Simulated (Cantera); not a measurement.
Equilibrium for hydrogen reduction and annealing atmospheres: NiS + H2 + N2

Feed: 1 mol NiS, 500 mol H2, 59 mol N2, equilibrated at 0.240 bar.

Cantera equilibrium calculation (NASA polynomials, part measured and part estimated; ideal gas, pure solids and liquids). Candidate condensed phases: Ni, NiS, NiS2, Ni3S2, Ni3S4, S; 17 gas species. Rates play no part.

```
T (K)   x H2   x N2     x H2S     x NH3       x H  n Ni3S2(s)  n Ni(s)
-----  -----  -----  --------  --------  --------  ----------  -------
750    0.894  0.105  0.000597  0.000336    <1e-12       0.333        0
850    0.893  0.105   0.00103  0.000122  3.95e-11       0.212    0.363
950    0.893  0.106   0.00179   5.42e-5   1.07e-9           0     1.00
1050   0.893  0.106   0.00179   2.79e-5   1.56e-8           0     1.00
1150   0.893  0.106   0.00179   1.60e-5   1.44e-7           0     1.00
1250   0.893  0.106   0.00179   1.00e-5   9.32e-7           0     1.00
1350   0.893  0.106   0.00178   6.73e-6   4.60e-6           0    1.000
1450   0.893  0.106   0.00178   4.76e-6   1.82e-5           0    1.000
1550   0.893  0.106   0.00176   3.52e-6   6.07e-5           0    1.000
1650   0.893  0.106   0.00172   2.70e-6  0.000175           0    0.997
```
x: gas mole fraction; n: condensed amount in mol.

At 750 K the condensed part is Ni3S2(s). At 850 K the condensed part is Ni(s) + Ni3S2(s). From 950 K to 1650 K the condensed part is Ni(s).
